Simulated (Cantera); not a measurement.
An adiabatic, constant-pressure homogeneous reactor starts with 11.6 % CH4, 0.791 % CO, 16.9 % O2, 63.5 % N2, 7.21 % H2O, at 1000 K and 0.336 atm.

Model: GRI-Mech 3.0 (53 species, 325 reactions), integrated in Cantera.

x: mole fraction; the columns are a selection and need not sum to one.

| t (s) | T (K) | x CH4 | x CO | x O2 | x H2 | x HCO | x C2H6 |
|---|---|---|---|---|---|---|---|
| 3.00e-6 | 1000 | 0.116 | 0.00791 | 0.169 | <1e-12 | <1e-12 | <1e-12 |
| 8.11e-6 | 1000 | 0.116 | 0.00791 | 0.169 | <1e-12 | <1e-12 | <1e-12 |
| 2.19e-5 | 1000 | 0.116 | 0.00791 | 0.169 | <1e-12 | <1e-12 | <1e-12 |
| 5.92e-5 | 1000 | 0.116 | 0.00791 | 0.169 | <1e-12 | <1e-12 | <1e-12 |
| 0.000160 | 1000 | 0.116 | 0.00791 | 0.169 | <1e-12 | <1e-12 | <1e-12 |
| 0.000433 | 1000 | 0.116 | 0.00791 | 0.169 | 3.59e-12 | <1e-12 | <1e-12 |
| 0.00117 | 1000 | 0.116 | 0.00791 | 0.169 | 1.76e-11 | <1e-12 | <1e-12 |
| 0.00316 | 1000 | 0.116 | 0.00791 | 0.169 | 1.11e-10 | <1e-12 | 6.74e-12 |
| 0.00854 | 1000 | 0.116 | 0.00791 | 0.169 | 9.08e-10 | <1e-12 | 1.63e-10 |
| 0.0231 | 1000 | 0.116 | 0.00791 | 0.169 | 9.39e-9 | <1e-12 | 5.00e-9 |
| 0.0624 | 1000 | 0.116 | 0.00791 | 0.169 | 8.99e-8 | <1e-12 | 1.36e-7 |
| 0.169 | 1000 | 0.116 | 0.00791 | 0.169 | ? | <1e-12 | ? |
| 0.456 | 1000 | 0.116 | 0.00791 | 0.169 | 1.95e-6 | <1e-12 | 4.36e-6 |
| 1.23 | 1001 | 0.116 | 0.00791 | 0.169 | 1.09e-5 | 2.69e-12 | 1.98e-5 |
| 3.33 | 1006 | 0.115 | 0.00807 | 0.168 | 0.000158 | 3.44e-11 | 0.000167 |
| 9.00 | ? | <1e-12 | ? | ? | ? | ? | <1e-12 |

**Question.** What belongs in the gaps?

**Answer.** 
- 0.169, x H2: 4.69e-7
- 0.169, x C2H6: 1.05e-6
- 9.00, T (K): 2351
- 9.00, x CO: 0.0697
- 9.00, x O2: 0.000335
- 9.00, x H2: 0.0580
- 9.00, x HCO: 2.22e-8
